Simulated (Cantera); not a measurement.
A freely propagating, adiabatic, planar premixed flame of C3H8 : O2 : N2 : CO2 = 1 : 5.68 : 21.4 : 0.59 (molar parts), equivalence ratio 0.88, unburnt at 600 K and 0.345 atm; mixture-averaged transport, grid criteria slope 0.08 and curve 0.16, no radiation.

Model: GRI-Mech 3.0 (53 species, 325 reactions), integrated in Cantera. GRI-Mech 3.0 was tuned for natural gas; its chemistry of propane as a main component is partial and can be far from experiment. Burning velocities carry a grid error of a few per cent, more on coarse grids.

Question: Predict: laminar burning velocity; thermal thickness; peak x(C2H6); peak x(HCN).

Answer: 
| Property | Value |
|---|---|
| laminar burning velocity | 160 cm/s |
| thermal thickness | 0.755 mm |
| peak x(C2H6) | 0.00151 |
| peak x(HCN) | 1.45e-6 |
